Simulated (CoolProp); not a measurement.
Carbonyl sulfide at 415.31 K and 0.129 MPa is compressed adiabatically to 0.195 MPa with isentropic efficiency 0.75. Each further row changes one setting.

Model: reference Helmholtz-energy equation of state, Lemmon 2006, in CoolProp. It is a short technical equation, of lower accuracy than the large ones.

```csv
case,work (kJ/kg),final temperature (K),final density (kg/m³)
as stated,…,…,…
efficiency 1,…,…,3.17
efficiency 0.65,…,…,…
```

Task: Complete the blanks.

Result: 
- as stated, work (kJ/kg): 32.7
- as stated, final temperature (K): 457.3
- as stated, final density (kg/m³): 3.10
- efficiency 1, work (kJ/kg): 24.5
- efficiency 1, final temperature (K): 447.1
- efficiency 0.65, work (kJ/kg): 37.7
- efficiency 0.65, final temperature (K): 463.6
- efficiency 0.65, final density (kg/m³): 3.06
